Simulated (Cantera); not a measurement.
What does this Cantera script print?

```python
import numpy as np
import cantera as ct

gas_names = """
    CL CL2 N N2 Si SiCL SiCL2 SiCL3 SiCL4 SiN Si2 Si2N Si3
""".split()
cond_names = """
    Si(cr) Si(L) Si3N4(a)
""".split()


# ... load() reads the species with a 1 bar reference pressure and builds the phases ...
atoms = {
    'Si': {'Si': 1},
    'Cl2': {'CL': 2},
    'N2': {'N': 2},
}
top_T = {'Si3N4(a)': 2400}  # K; cautious upper limits of use, not melting points


# ... equilibrate(T, P, feed) seeds the gas with the atoms and calls Mixture.equilibrate('TP', solver="vcs", rtol=1e-11, max_steps=5000) ...
results = []
feed = {'Si': 1, 'Cl2': 1.3, 'N2': 4.8}  # mol
P = 100000  # Pa
for T in [973, 1048, 1123, 1198, 1273, 1348, 1423, 1498]:
    mix = equilibrate(T, P, feed)
    results.append((T, P, feed, dict(zip(mix.species_names, mix.species_moles))))

top = {s: max(r[3][s] / sum(r[3][g] for g in gas_names) for r in results) for s in gas_names}
cols = sorted((s for s in top if top[s] > 1e-06), key=lambda s: -top[s])[:7]
seen = [c for c in cond_names if any(r[3].get(c, 0) > 1e-12 for r in results)]
print("log10 of partial pressures in bar; condensed amounts in mol")
print(f"{'T/K':>10s}" + "".join(f"{s[:9]:>10s}" for s in cols + seen))
for T, P, feed, n in results:
    ng = sum(n[g] for g in gas_names)
    print(f"{T:10.4g}" + "".join(f"{np.log10(max(n[s] / ng * P / 1e5, 1e-99)):10.3f}" for s in cols)
          + "".join(f"{n.get(c, 0):10.4g}" for c in seen))
```

Output:

```
log10 of partial pressures in bar; condensed amounts in mol
       T/K        N2     SiCL4     SiCL3     SiCL2        CL  Si3N4(a)
       973    -0.058    -0.905    -4.952    -7.542    -9.109    0.1167
      1048    -0.058    -0.905    -4.313    -6.459    -8.237    0.1166
      1123    -0.058    -0.905    -3.761    -5.523    -7.480    0.1166
      1198    -0.058    -0.906    -3.280    -4.708    -6.818    0.1164
      1273    -0.058    -0.909    -2.859    -3.992    -6.233     0.116
      1348    -0.058    -0.915    -2.488    -3.360    -5.714    0.1149
      1423    -0.059    -0.928    -2.163    -2.800    -5.250    0.1123
      1498    -0.060    -0.954    -1.882    -2.305    -4.837    0.1066
```

Method: chemical equilibrium by Gibbs-energy minimisation in Cantera with the NASA 1993 tables (ideal gas, pure condensed phases). N2 is the only nitrogen source here; it is nearly inert below about 1500 K, so the nitride shown seldom forms there in practice. The tables' values for SiCl3 are old estimates; treat these amounts as uncertain.
